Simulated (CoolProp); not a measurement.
Vapour-liquid equilibrium of C2F6 (R116) (1) + propane (2) at 246.4 K; x and y are mole fractions of (1).

The numbers come from the multi-fluid Helmholtz-energy mixture model, Lemmon 2006 and Lemmon 2009; pair parameters Bell 2016 in CoolProp.

```csv
x,bubble pressure (MPa),y at the bubble point,dew pressure at overall composition x (MPa),liquid density (mol/L)
0.05,0.3683,0.481,0.2006,12.56
0.15,0.5695,0.670,0.2246,12.15
0.25,0.6570,0.720,0.2548,11.76
0.35,0.6977,0.743,?,?
0.45,0.7235,0.758,0.3476,11.03
0.55,0.7474,0.776,?,10.70
0.65,0.7732,0.801,0.5396,10.41
0.75,0.8003,0.836,0.7104,10.16
0.85,0.8254,0.886,0.8087,9.951
0.95,0.8434,0.956,0.8424,9.780
```

Complete the blanks.


- 0.35, dew pressure at overall composition x (MPa): 0.2942
- 0.35, liquid density (mol/L): 11.38
- 0.55, dew pressure at overall composition x (MPa): 0.4238

No azeotrope shows between x = 0.05 and 0.95.

The pair parameters rest on a limited set of measurements; away from them the model extrapolates. With so large a gap from Raoult's law the liquid may split in two, which this calculation doesn't test in full.
